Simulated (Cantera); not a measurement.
A freely propagating, adiabatic, planar premixed flame of H2 : O2 : N2 = 1 : 0.357 : 1.34 (molar parts), unburnt at 425 K and 500000 Pa; mixture-averaged transport, grid criteria slope 0.08 and curve 0.16, no radiation.

Computed with Cantera and the H2/O2 subset of GRI-Mech 3.0, which has no nitrogen chemistry. The hydrogen kinetics of GRI-Mech 3.0 are dated; newer H2 mechanisms differ, most at raised pressure. Burning velocities carry a grid error of a few per cent, more on coarse grids.

Task: How do the results move with these cheaper or finer settings: unity-Lewis-number transport; multicomponent transport; multicomponent+Soret transport; grid criteria slope 0.5, curve 1; grid criteria slope 0.25, curve 0.5; grid criteria slope 0.03, curve 0.06?

Result: 
```csv
setting,laminar burning velocity,thermal thickness,peak x(HO2),peak x(H),grid points
as above,503 cm/s,0.0485 mm,0.00114,0.0460,109
unity-Lewis-number transport,330 cm/s,0.0470 mm,0.000768,0.0508,114
multicomponent transport,494 cm/s,0.0484 mm,0.00114,0.0459,111
multicomponent+Soret transport,464 cm/s,0.0472 mm,0.00115,0.0442,111
"grid criteria slope 0.5, curve 1",523 cm/s,0.0631 mm,0.00108,0.0479,37
"grid criteria slope 0.25, curve 0.5",505 cm/s,0.0530 mm,0.00110,0.0462,49
"grid criteria slope 0.03, curve 0.06",498 cm/s,0.0472 mm,0.00115,0.0458,253
```
Unity Lewis numbers drop preferential diffusion, which matters most where H2 and H carry the flame; Soret adds thermal diffusion.
